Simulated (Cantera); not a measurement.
Feed: 1 mol SiCl4, 1.3 mol HCl, 0.39 mol H2, held at 1000 K and 15.0 bar.

Equilibrium computed with Cantera from the NASA thermochemical tables; the gas is ideal and each condensed phase is pure. Candidate condensed phases: Si; 19 gas species. Kinetics and transport are ignored.

Base state: HCl 0.484, SiCl4 0.371, H2 0.144, SiHCl3 0.000779 (mole fractions); condensed: gas only.

**Question.** What changes in the equilibrium state with this change: temperature from 1000 K to 1398 K?

**Answer.** 
| species | before | after |
|---|---|---|
| HCl | 0.484 | 0.493 |
| SiCl4 | 0.371 | 0.361 |
| H2 | 0.144 | 0.136 |
| SiCl2 | 5.54e-9 | 0.000124 |
| SiCl3 | 9.21e-6 | 0.00323 |
| SiH2Cl2 | 1.76e-7 | 2.03e-5 |
| SiHCl3 | 0.000779 | 0.00699 |
The tables' values for SiCl3 are old estimates; treat these amounts as uncertain.
